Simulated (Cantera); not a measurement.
A Cantera script and what it prints.

```python
import numpy as np
import cantera as ct

gas_names = [...]  # 113 gases of nasa_gas.yaml made of C, F, H, Si
cond_names = """
    C(gr) C6H6(L) C7H8(L) C8H18(L),n-octa Si(cr) Si(L) SiC(b)
""".split()


# ... load() reads the species with a 1 bar reference pressure and builds the phases ...
atoms = {
    'CHF3': {'C': 1, 'H': 1, 'F': 3},
    'Si': {'Si': 1},
    'H2': {'H': 2},
}
top_T = {'C(gr)': 4500, 'SiC(b)': 3050}  # K; cautious upper limits of use, not melting points


# ... equilibrate(T, P, feed) seeds the gas with the atoms and calls Mixture.equilibrate('TP', solver="vcs", rtol=1e-11, max_steps=5000) ...
results = []
feed = {'CHF3': 1, 'Si': 0.084, 'H2': 4}  # mol
T = 1150  # K
P = 10  # Pa
mix = equilibrate(T, P, feed)
results.append((T, P, feed, dict(zip(mix.species_names, mix.species_moles))))
print(gas.report(threshold=0.0001))
for i in range(1, mix.n_phases):
    print(f"{mix.phase(i).name:16s} {mix.phase_moles(i):12.5e} mol")
```

Result:

```
       temperature   1150 K
          pressure   10 Pa
           density   1.2097e-05 kg/m^3
  mean mol. weight   11.566 kg/kmol
   phase of matter   gas

                          1 kg             1 kmol
                     ---------------   ---------------
          enthalpy       -1.0343e+07       -1.1963e+08  J
   internal energy       -1.1169e+07       -1.2919e+08  J
           entropy             23870        2.7608e+05  J/K
    Gibbs function       -3.7793e+07       -4.3712e+08  J
 heat capacity c_p            2756.5             31883  J/K
 heat capacity c_v            2037.7             23568  J/K

                      mass frac. Y      mole frac. X     chem. pot. / RT
                     ---------------   ---------------   ---------------
                HF            0.7789            0.4503           -61.558
                H2          0.093336           0.53549           -27.699
              SiF4           0.12775          0.014197           -222.81
     [ +110 minor]        1.5778e-05        8.0959e-06

C(gr)             9.99996e-01 mol
Si(cr)            0.00000e+00 mol
SiC(b)            0.00000e+00 mol
```

Method: chemical equilibrium by Gibbs-energy minimisation in Cantera with the NASA 1993 tables (ideal gas, pure condensed phases).
